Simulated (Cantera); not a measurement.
Cantera run:

```python
import numpy as np
import cantera as ct

gas_names = """
    CL CL2 H HCL H2 N NH NH2 NH3 N2 N2H2 N2H4 Si SiCL SiCL2 SiCL3 SiCL4 SiH SiHCL3 SiH2 SiH2CL2 SiH3
    SiH3CL SiH4 SiN Si2 Si2N Si3
""".split()
cond_names = """
    NH4CL(a) NH4CL(b) Si(cr) Si(L) Si3N4(a)
""".split()


# ... load() reads the species with a 1 bar reference pressure and builds the phases ...
atoms = {
    'SiHCl3': {'Si': 1, 'H': 1, 'CL': 3},
    'N2': {'N': 2},
    'H2': {'H': 2},
}
top_T = {'Si3N4(a)': 2400}  # K; cautious upper limits of use, not melting points


# ... equilibrate(T, P, feed) seeds the gas with the atoms and calls Mixture.equilibrate('TP', solver="vcs", rtol=1e-11, max_steps=5000) ...
results = []
feed = {'SiHCl3': 1, 'N2': 0.33, 'H2': 0.67}  # mol
T = 898.15  # K
P = 6.7  # Pa
mix = equilibrate(T, P, feed)
results.append((T, P, feed, dict(zip(mix.species_names, mix.species_moles))))
print(gas.report(threshold=0.0001))
for i in range(1, mix.n_phases):
    print(f"{mix.phase(i).name:16s} {mix.phase_moles(i):12.5e} mol")
```

It prints:

```
       temperature   898.15 K
          pressure   6.7 Pa
           density   5.1283e-05 kg/m^3
  mean mol. weight   57.159 kg/kmol
   phase of matter   gas

                          1 kg             1 kmol
                     ---------------   ---------------
          enthalpy       -2.9811e+06        -1.704e+08  J
   internal energy       -3.1117e+06       -1.7786e+08  J
           entropy            6005.7        3.4328e+05  J/K
    Gibbs function       -8.3751e+06       -4.7871e+08  J
 heat capacity c_p            848.85             48519  J/K
 heat capacity c_v            703.39             40205  J/K

                      mass frac. Y      mole frac. X     chem. pot. / RT
                     ---------------   ---------------   ---------------
               HCL           0.27396           0.42951            -46.83
                H2          0.011512           0.32639           -27.976
                N2         0.0020412         0.0041648           -39.684
             SiCL3         0.0010281        0.00043712           -111.87
             SiCL4           0.71019           0.23895           -144.71
            SiHCL3         0.0011994        0.00050615           -125.86
     [  +22 minor]        6.7121e-05        3.8771e-05

Si(cr)            0.00000e+00 mol
Si3N4(a)          1.60500e-01 mol
```

These are equilibrium values from Cantera (NASA tables, ideal gas, pure condensed phases), not measurements of a reactor. N2 is the only nitrogen source here; it is nearly inert below about 1500 K, so the nitride shown seldom forms there in practice. The tables' values for SiCl3 are old estimates; treat these amounts as uncertain.
